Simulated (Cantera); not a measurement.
Feed: 1 mol CCl4, 0.22 mol H2, held at 3573 K and 0.133 bar.

Method: chemical equilibrium by Gibbs-energy minimisation in Cantera with the NASA 1993 tables (ideal gas, pure condensed phases). Candidate condensed phases: C, C6H6, C7H8, C8H18; 91 gas species. The tables' values for CCl are old estimates; treat these amounts as uncertain. Kinetics and transport are ignored.

Base state: Cl 0.823, H 0.0661, C3 0.0529, HCl 0.0228, C 0.0190, C2 0.0116, C2H 0.00150, H2 0.00121 (mole fractions); condensed: gas only.

What changes in the equilibrium state with this change: H2 from 0.22 to 0.11 mol?


```tsv
species	before	after
Cl	0.823	0.863
C3	0.0529	0.0554
H	0.0661	0.0343
HCl	0.0228	0.0124
C2	0.0116	0.0120
C	0.0190	0.0193
H2	0.00121	0.000325
C2H2 (acetylene)	8.10e-5	2.24e-5
CH	4.91e-5	2.59e-5
```
